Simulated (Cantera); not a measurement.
A perfectly stirred reactor is fed with H2 : O2 : N2 = 1 : 0.455 : 1.71 (molar parts), equivalence ratio 1.1, at 2.00 bar; it is adiabatic with a 600 K inlet, and is followed from long to short residence time, starting on the burning branch (τ in s: 0.044, 0.019, 0.0078, 0.0033, 0.0014, 0.00059, 0.00025, 0.00011, 4.5e-05, 1.9e-05).

Computed with Cantera and the H2/O2 subset of GRI-Mech 3.0, which has no nitrogen chemistry.

### Question
Predict: blow-out, bracketed by the residence times tried; x(H2) at τ = 44.0 ms; x(O2) at τ = 44.0 ms; x(H2O) at τ = 44.0 ms; x(O) at τ = 44.0 ms; x(H) at τ = 44.0 ms; x(H2) at τ = 0.590 ms; x(O2) at τ = 0.590 ms; x(H2O) at τ = 0.590 ms; x(O) at τ = 0.590 ms; x(H) at τ = 0.590 ms.

### Answer
```
Item                                                                              Result
------------------------------------------------  --------------------------------------
blow-out, bracketed by the residence times tried  burning at 19.0 µs, the shortest tried
x(H2) at τ = 44.0 ms                                                              0.0406
x(O2) at τ = 44.0 ms                                                             0.00249
x(H2O) at τ = 44.0 ms                                                              0.317
x(O) at τ = 44.0 ms                                                             0.000776
x(H) at τ = 44.0 ms                                                              0.00525
x(H2) at τ = 0.590 ms                                                             0.0491
x(O2) at τ = 0.590 ms                                                            0.00662
x(H2O) at τ = 0.590 ms                                                             0.298
x(O) at τ = 0.590 ms                                                             0.00240
x(H) at τ = 0.590 ms                                                              0.0123
```
